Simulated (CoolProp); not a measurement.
A Linde-Hampson liquefier for CF4 (R14): isothermal reversible compression at 320 K from 1 atm to 25 MPa, throttling to 1 atm, return gas leaving the recuperator 5 K below the feed. Each further row changes one setting.

Computed with CoolProp (reference Helmholtz-energy equation of state, Platzer 1990). This equation is an older, rougher fit; its heat capacities, sound speeds and derivatives of the liquid may be far off and weren't checked against measurements.

| case | liquid yield per pass | compression work (kJ/kg of gas) |
|---|---|---|
| as stated | 0.230 | 154 |
| high pressure 50 MPa | 0.238 | 178 |
| warm-end temperature 350 K | 0.176 | 173 |
| warm-end gap 10 K | 0.218 | 154 |
